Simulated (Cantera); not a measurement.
An isothermal, constant-pressure homogeneous reactor starts with CH4 : CO2 : H2 = 1 : 2.8 : 0.86 (molar parts), at 1900 K and 22500 Torr.

Detailed kinetics in Cantera: GRI-Mech 3.0 (53 species, 325 reactions). The pressure lies above the range GRI-Mech 3.0 was tuned for (to about 10 atm).

One state of this run: x CH4 = 0.0228; x CO2 = 0.189; x H2 = 0.127; x O2 = 1.51e-9; x CO = 0.335; x O = 8.18e-10. x: mole fraction; the columns are a selection and need not sum to one.

Task: Which value of t (s) does it belong to?
(A) 7.73e-5
(B) 0.00116
(C) 0.0173
(D) 2.00e-5

Result: B, 0.00116
